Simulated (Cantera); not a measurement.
Cantera run:

```python
import numpy as np
import cantera as ct

gas_names = """
    C CO COS CO2 CS CS2 C2 C2O C3 C3O2 C4 C5 Fe FeC5O5 FeO O O2 O3 S SO SO2 SO3 S2 S2O S8
""".split()
cond_names = """
    C(gr) Fe(a) Fe(c) Fe(d) Fe(L) FeC5O5(L) FeO(s) FeO(L) FeS(a) FeS(b) FeS(c) FeS(L) FeSO4(s) FeS2(s)
    Fe2O3(s) Fe2S3O12(s) Fe3O4(s) S(cr1) S(cr2) S(L)
""".split()


# ... load() reads the species with a 1 bar reference pressure and builds the phases ...
atoms = {
    'FeS': {'Fe': 1, 'S': 1},
    'O2': {'O': 2},
    'CO2': {'C': 1, 'O': 2},
}
top_T = {'C(gr)': 4500, 'FeSO4(s)': 950, 'FeS2(s)': 1010, 'Fe2O3(s)': 1830, 'Fe2S3O12(s)': 1100, 'Fe3O4(s)': 1870}  # K; cautious upper limits of use, not melting points


# ... equilibrate(T, P, feed) seeds the gas with the atoms and calls Mixture.equilibrate('TP', solver="vcs", rtol=1e-11, max_steps=5000) ...
results = []
T = 1348  # K
P = 760000  # Pa
for m in [0.95, 1.5, 2.1, 2.7, 3.3, 3.9, 4.4, 5, 5.6, 6.2]:
    feed = {'FeS': 1, 'O2': m, 'CO2': 0.15}  # mol
    mix = equilibrate(T, P, feed)
    results.append((T, P, feed, dict(zip(mix.species_names, mix.species_moles))))

top = {s: max(r[3][s] / sum(r[3][g] for g in gas_names) for r in results) for s in gas_names}
cols = sorted((s for s in top if top[s] > 0.001), key=lambda s: -top[s])[:6]
seen = [c for c in cond_names if any(r[3].get(c, 0) > 1e-12 for r in results)]
print("log10 of partial pressures in bar; condensed amounts in mol")
print(f"{'n(O2)':>10s}" + "".join(f"{s[:9]:>10s}" for s in cols + seen))
for T, P, feed, n in results:
    ng = sum(n[g] for g in gas_names)
    print(f"{feed['O2']:10.4g}" + "".join(f"{np.log10(max(n[s] / ng * P / 1e5, 1e-99)):10.3f}" for s in cols)
          + "".join(f"{n.get(c, 0):10.4g}" for c in seen))
```

Result:

```
log10 of partial pressures in bar; condensed amounts in mol
     n(O2)       SO2        O2       CO2       SO3        S2       S2O    FeS(c)  Fe2O3(s)  Fe3O4(s)
      0.95     0.751    -9.207     0.188    -4.904    -0.476    -1.267    0.3858         0    0.2047
       1.5     0.786    -9.186     0.024    -4.859    -0.448    -1.229   0.03171         0    0.3228
       2.1     0.674     0.196    -0.104    -0.279   -19.438   -15.528         0       0.5         0
       2.7     0.508     0.518    -0.251    -0.284   -20.411   -16.341         0       0.5         0
       3.3     0.389     0.630    -0.362    -0.347   -20.875   -16.748         0       0.5         0
       3.9     0.295     0.689    -0.451    -0.411   -21.179   -17.023         0       0.5         0
       4.4     0.230     0.720    -0.513    -0.461   -21.371   -17.200         0       0.5         0
         5     0.163     0.746    -0.578    -0.515   -21.558   -17.373         0       0.5         0
       5.6     0.105     0.765    -0.634    -0.563   -21.712   -17.517         0       0.5         0
       6.2     0.054     0.779    -0.684    -0.608   -21.842   -17.641         0       0.5         0
```

These are equilibrium values from Cantera (NASA tables, ideal gas, pure condensed phases), not measurements of a reactor. Mutual solubility and eutectic melting of coexisting phases are not modelled. FeS: taken at fixed stoichiometry.
